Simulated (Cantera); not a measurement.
A closed system holds: 1 mol Zr, 0.37 mol H₂O, 270 mol H₂, equilibrated at 25.0 mbar.

Equilibrium computed with Cantera from the NASA thermochemical tables; the gas is ideal and each condensed phase is pure. Candidate condensed phases: H₂O, Zr, ZrO₂; 12 gas species. Mutual solubility and eutectic melting of coexisting phases are not modelled. Condensed phases not in the tables: N, O or C dissolved in the metal. Rates play no part.

x: gas mole fraction; n: condensed amount in mol.

| T (°C) | x H₂ | x H | x ZrO | x Zr | x H₂O | n Zr(β) | n ZrO₂(monoclinic) | n ZrO₂(tetragonal) | n Zr(l) |
|---|---|---|---|---|---|---|---|---|---|
| 1125 | 1.000 | 2.99e-5 | <1e-12 | <1e-12 | 5.74e-10 | 0.815 | 0.185 | 0 | 0 |
| 1275 | 1.000 | 0.000195 | 4.13e-11 | 2.49e-12 | 6.60e-9 | 0.815 | 0 | 0.185 | 0 |
| 1425 | 0.999 | 0.000914 | 2.87e-9 | 1.56e-10 | 4.84e-8 | 0.815 | 0 | 0.185 | 0 |
| 1575 | 0.997 | 0.00335 | 9.93e-8 | 5.00e-9 | 2.55e-7 | 0.815 | 0 | 0.185 | 0 |
| 1725 | 0.990 | ___ | ___ | ___ | ___ | 0.815 | 0 | 0.185 | 0 |
| 1875 | 0.974 | 0.0260 | 2.60e-5 | 1.17e-6 | 3.46e-6 | 0 | 0 | 0.181 | 0.812 |
| 2025 | 0.941 | 0.0588 | 0.000232 | 9.72e-6 | 9.97e-6 | 0 | 0 | 0.151 | 0.781 |
| 2175 | 0.881 | ___ | 0.00126 | ___ | ___ | 0 | 0 | 0 | ___ |
| 2325 | 0.785 | 0.213 | 0.00121 | 0.000317 | 7.26e-6 | 0 | 0 | 0 | 0.537 |

Question: Fill in the missing entries.

Answer: 
- 2175, x H: 0.118
- 2175, x Zr: 6.19e-5
- 2175, x H₂O: 1.95e-5
- 2175, n Zr(l): 0.619
- 1725, x H: 0.0101
- 1725, x ZrO: 2.00e-6
- 1725, x Zr: 9.47e-8
- 1725, x H₂O: 1.04e-6
